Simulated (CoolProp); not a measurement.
Values from CoolProp's reference Helmholtz-energy equation of state, Smukala 2000.

Give the vapour pressure (bar), vapour density (kg/m³), enthalpy of vaporisation (kJ/kg), liquid cp (kJ/(kg K)) of saturated ethylene at -108.15 °C.


```tsv
T (°C)	p (bar)	vapour density (kg/m³)	enthalpy of vaporisation (kJ/kg)	liquid cp (kJ/(kg K))
-108.15	0.777	1.63	489	2.41
```
